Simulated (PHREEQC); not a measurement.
A solution holds 4.4 mmol/kgw NH4HF2, 56 mmol/kgw H2SiF6 and 130 mmol/kgw H3BO3, at 85 °C. Closed to the air; pH follows from the charge balance.

Equilibrium calculation in PHREEQC: ion-association model, phreeqc.dat.

Precipitation was switched off in this run.

Problem. Order these B species by the share of B that they hold, largest first: H3BO3, BF3OH-, BF2(OH)2-, BF4-.

Solution. BF4- (52 %), H3BO3 (44 %), BF3OH- (2.9 %), BF2(OH)2- (1.4 %)

Problem. Order these F species by the share of F that they hold, largest first: BF3OH-, SiF6-2, BF2(OH)2-, HF, BF4-.

Solution. BF4- (78 %), SiF6-2 (11 %), HF (6.7 %), BF3OH- (3.2 %), BF2(OH)2- (1.0 %)

The pH is 1.18 and the ionic strength 0.0915 mol/kgw. Saturation is exceeded, for instance for SiO2(a), Quartz (slow to form); the values hold only as long as no solid forms. At this temperature some constants are extrapolated from 25 °C, and those without enthalpy data are left unchanged. SiF6-2 is the database's only silicon fluoride. Real BF4- forms and hydrolyses slowly; the run takes it at equilibrium.
